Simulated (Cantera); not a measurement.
**Premixed flame**

A freely propagating, adiabatic, planar premixed flame of C₃H₈ : O₂ : N₂ = 1 : 4.17 : 14.6 (molar parts), equivalence ratio 1.2, unburnt at 525 K and 0.415 atm; mixture-averaged transport, grid criteria slope 0.08 and curve 0.16, no radiation.

Cantera simulation using GRI-Mech 3.0 (53 species, 325 reactions); the numbers are that mechanism's predictions, not measurements. GRI-Mech 3.0 was tuned for natural gas; its chemistry of propane as a main component is partial and can be far from experiment. Burning velocities carry a grid error of a few per cent, more on coarse grids.

| z (mm) | T (K) | u (m/s) | x C₃H₈ | x O₂ | x HCO | x N₂O | x H₂O₂ | x NO |
|---|---|---|---|---|---|---|---|---|
| -1.67 | 525 | 1.52 | 0.0505 | 0.211 | <1e-8 | <1e-8 | <1e-8 | <1e-8 |
| -1.11 | 526 | 1.53 | 0.0504 | 0.210 | <1e-8 | <1e-8 | 3.88e-8 | <1e-8 |
| -0.835 | 530 | 1.55 | 0.0502 | 0.209 | <1e-8 | <1e-8 | 2.52e-7 | 1.85e-8 |
| -0.557 | 570 | 1.68 | 0.0495 | 0.204 | <1e-8 | <1e-8 | 1.67e-6 | 1.75e-7 |
| -0.278 | 930 | 2.84 | 0.0370 | 0.167 | 1.49e-6 | <1e-8 | 8.08e-6 | 2.18e-6 |
| -0.139 | 1356 | 4.32 | 0.0129 | 0.119 | 5.29e-5 | <1e-8 | 1.07e-5 | 5.68e-6 |
| 0 | 1764 | 5.78 | 0.000520 | 0.0674 | 0.000153 | 1.33e-8 | 1.89e-6 | 1.27e-5 |
| 0.139 | 1968 | 6.49 | 1.25e-6 | 0.0353 | 6.38e-5 | 2.03e-8 | 2.97e-7 | 2.35e-5 |
| 0.278 | 2027 | 6.67 | <1e-8 | 0.0208 | 1.03e-5 | 2.47e-8 | 1.09e-7 | 3.33e-5 |
| 0.557 | 2057 | 6.74 | <1e-8 | 0.0125 | 1.79e-7 | 2.58e-8 | 9.00e-8 | 4.26e-5 |
| 1.11 | 2084 | 6.79 | <1e-8 | 0.00996 | 9.07e-8 | 2.42e-8 | 7.98e-8 | 4.83e-5 |
| 2.23 | 2119 | 6.89 | <1e-8 | 0.00882 | 7.86e-8 | 2.42e-8 | 6.93e-8 | 5.52e-5 |
| 4.45 | 2169 | 7.02 | <1e-8 | 0.00752 | 6.36e-8 | 2.51e-8 | 5.72e-8 | 6.84e-5 |
x: mole fraction of selected species; z is measured from the peak of heat release.

```json
{
  "laminar_burning_velocity": "152 cm/s",
  "thermal_thickness": "0.557 mm",
  "peak x(HCO)": "0.000154",
  "peak x(H₂O₂)": "1.13e-5",
  "grid_points": "148"
}
```
